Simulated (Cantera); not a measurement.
A perfectly stirred reactor is fed with 5.91 % H2, 93.8 % O2, 0.319 % N2, equivalence ratio 0.032, at 3600 Pa; it is held at 1225 K, and followed from long to short residence time.

Model: GRI-Mech 3.0 (53 species, 325 reactions), integrated in Cantera. Radical loss at walls, strong at low pressure, is not modelled. The temperature is held fixed by assumption; the heat of reaction is taken as removed at once.

Question: Predict: x(H2) at τ = 1.70 s; x(O2) at τ = 1.70 s; x(O) at τ = 1.70 s; x(H2O) at τ = 1.70 s; x(H2O2) at τ = 1.70 s; x(H2) at τ = 50.0 ms; x(O2) at τ = 50.0 ms; x(O) at τ = 50.0 ms; x(H2O) at τ = 50.0 ms; x(H2O2) at τ = 50.0 ms.

Answer: 
```
Quantity                   Value
----------------------  --------
x(H2) at τ = 1.70 s      7.57e-5
x(O2) at τ = 1.70 s        0.935
x(O) at τ = 1.70 s      0.000680
x(H2O) at τ = 1.70 s      0.0604
x(H2O2) at τ = 1.70 s    1.08e-7
x(H2) at τ = 50.0 ms    0.000616
x(O2) at τ = 50.0 ms       0.928
x(O) at τ = 50.0 ms      0.00630
x(H2O) at τ = 50.0 ms     0.0586
x(H2O2) at τ = 50.0 ms   2.50e-7
```
